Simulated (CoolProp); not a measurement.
Vapour pressure (MPa) of methane: the reference equation beside estimates from Tc = -82.6 °C, pc = 4.599 MPa, ω = 0.011. Clausius-Clapeyron is anchored at -111.05 °C with a constant enthalpy of vaporisation of 5.816 kJ/mol.

Model: reference Helmholtz-energy equation of state, Setzmann 1991, in CoolProp.

```json
[
 {"T (°C)": "-137.75", "reference": "0.5014", "Lee-Kesler": "0.5017", "Clausius-Clapeyron": "…", "Redlich-Kwong": "0.4555", "Soave-Redlich-Kwong": "0.5021", "Peng-Robinson": "0.5043"},
 {"T (°C)": "-133.25", "reference": "0.6379", "Lee-Kesler": "0.6389", "Clausius-Clapeyron": "0.8725", "Redlich-Kwong": "0.5936", "Soave-Redlich-Kwong": "…", "Peng-Robinson": "0.6417"},
 {"T (°C)": "-128.85", "reference": "0.7957", "Lee-Kesler": "0.7974", "Clausius-Clapeyron": "1.016", "Redlich-Kwong": "0.7550", "Soave-Redlich-Kwong": "0.8019", "Peng-Robinson": "0.8008"},
 {"T (°C)": "-124.35", "reference": "0.9846", "Lee-Kesler": "0.9866", "Clausius-Clapeyron": "1.177", "Redlich-Kwong": "0.9495", "Soave-Redlich-Kwong": "0.9946", "Peng-Robinson": "0.9912"},
 {"T (°C)": "-119.95", "reference": "1.199", "Lee-Kesler": "1.201", "Clausius-Clapeyron": "1.347", "Redlich-Kwong": "1.171", "Soave-Redlich-Kwong": "1.213", "Peng-Robinson": "1.207"},
 {"T (°C)": "-115.45", "reference": "1.450", "Lee-Kesler": "1.452", "Clausius-Clapeyron": "1.534", "Redlich-Kwong": "1.432", "Soave-Redlich-Kwong": "1.470", "Peng-Robinson": "…"},
 {"T (°C)": "-111.05", "reference": "1.730", "Lee-Kesler": "1.732", "Clausius-Clapeyron": "1.730", "Redlich-Kwong": "1.723", "Soave-Redlich-Kwong": "1.755", "Peng-Robinson": "1.744"},
 {"T (°C)": "-106.55", "reference": "2.055", "Lee-Kesler": "2.056", "Clausius-Clapeyron": "1.944", "Redlich-Kwong": "2.060", "Soave-Redlich-Kwong": "…", "Peng-Robinson": "2.072"},
 {"T (°C)": "-102.15", "reference": "2.413", "Lee-Kesler": "2.413", "Clausius-Clapeyron": "2.166", "Redlich-Kwong": "2.429", "Soave-Redlich-Kwong": "2.448", "Peng-Robinson": "2.434"},
 {"T (°C)": "-97.65", "reference": "2.825", "Lee-Kesler": "2.824", "Clausius-Clapeyron": "2.406", "Redlich-Kwong": "2.849", "Soave-Redlich-Kwong": "2.863", "Peng-Robinson": "2.847"},
 {"T (°C)": "-93.25", "reference": "3.274", "Lee-Kesler": "3.274", "Clausius-Clapeyron": "2.652", "Redlich-Kwong": "3.304", "Soave-Redlich-Kwong": "3.312", "Peng-Robinson": "3.298"},
 {"T (°C)": "-88.75", "reference": "3.789", "Lee-Kesler": "3.790", "Clausius-Clapeyron": "2.916", "Redlich-Kwong": "3.817", "Soave-Redlich-Kwong": "3.820", "Peng-Robinson": "3.810"}
]
```

Problem. What belongs in the gaps?

Solution. 
- -137.75, Clausius-Clapeyron: 0.7389
- -133.25, Soave-Redlich-Kwong: 0.6410
- -115.45, Peng-Robinson: 1.461
- -106.55, Soave-Redlich-Kwong: 2.086

Absolute difference from the reference over all 12 rows, mean and median: Lee-Kesler 0.1 and 0.1 %, Clausius-Clapeyron 18.5 and 16.9 %, Redlich-Kwong 2.7 and 1.1 %, Soave-Redlich-Kwong 1.1 and 1.2 %, Peng-Robinson 0.7 and 0.7 %.
